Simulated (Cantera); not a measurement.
## Adiabatic ignition

An adiabatic, constant-volume homogeneous reactor starts with 3.73 % C3H8, 20.2 % O2, 76.0 % N2, at 1500 K and 195 Torr.

Computed with Cantera and GRI-Mech 3.0 (53 species, 325 reactions). GRI-Mech 3.0 was tuned for natural gas; its chemistry of propane as a main component is partial and can be far from experiment.

```csv
t (s),T (K),P (bar),x C3H8,x O2,x N2O,x HCO,x CH2,x CH3
7.00e-6,1496,0.259,0.0368,0.202,1.61e-11,4.75e-9,2.92e-8,0.000392
2.24e-5,1489,0.259,0.0354,0.201,1.91e-10,1.75e-7,3.98e-7,0.00146
7.19e-5,1485,0.260,0.0287,0.197,7.68e-10,3.06e-6,1.88e-6,0.00330
0.000230,2540,0.493,<1e-12,0.0416,1.24e-7,4.76e-8,<1e-12,<1e-12
0.000738,2756,0.528,<1e-12,0.0379,3.44e-7,3.75e-8,<1e-12,<1e-12
0.00237,2789,0.532,<1e-12,0.0346,4.64e-7,3.71e-8,<1e-12,<1e-12
0.00758,2786,0.531,<1e-12,0.0332,5.09e-7,3.69e-8,<1e-12,<1e-12
0.0243,2786,0.531,<1e-12,0.0331,5.10e-7,3.68e-8,<1e-12,<1e-12
0.0779,2786,0.531,<1e-12,0.0331,5.10e-7,3.68e-8,<1e-12,<1e-12
0.250,2786,0.531,<1e-12,0.0331,5.10e-7,3.68e-8,<1e-12,<1e-12
0.800,2786,0.531,<1e-12,0.0331,5.10e-7,3.68e-8,<1e-12,<1e-12
```
x: mole fraction; the columns are a selection and need not sum to one.

```json
{
  "time_of_steepest_temperature_rise": "0.179 ms",
  "temperature at 0.800 s": "2786 K",
  "equilibrium_temperature": "2786 K",
  "x(C3H8) at 0.800 s": "<1e-12 (gas-phase equilibrium <1e-12)",
  "x(O2) at 0.800 s": "0.0331 (gas-phase equilibrium 0.0331)",
  "x(N2O) at 0.800 s": "5.10e-7 (gas-phase equilibrium 5.10e-7)"
}
```
